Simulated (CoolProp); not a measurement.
1-butene at several states: Z from the reference equation and from simpler models built on Tc = 419.3 K, pc = 4.006 MPa, ω = 0.192; each cubic takes its own stable root.

Values from CoolProp's reference Helmholtz-energy equation of state, Lemmon 2005. It is a short technical equation, of lower accuracy than the large ones.

```
T (K)  p (MPa)   phase  reference
-----  -------  ------  ---------
118.4     10.5  liquid     0.7591
98.8      1.23  liquid     0.1042
282.4   0.0104     gas     0.9966
242.2   0.0834  liquid   0.003557
204.1     1.74  liquid    0.08275
136.3   0.0137  liquid  0.0008864
```

Task: How far does each simpler model (Redlich-Kwong, Soave-Redlich-Kwong) lie from the reference over these 6 states: mean and median of the absolute difference, and the worst?

Result: 
- Redlich-Kwong: mean 9.6 %, median 10.7 %, worst +13.7 % at 98.8 K and 1.23 MPa
- Soave-Redlich-Kwong: mean 9.1 %, median 9.9 %, worst +14.0 % at 98.8 K and 1.23 MPa
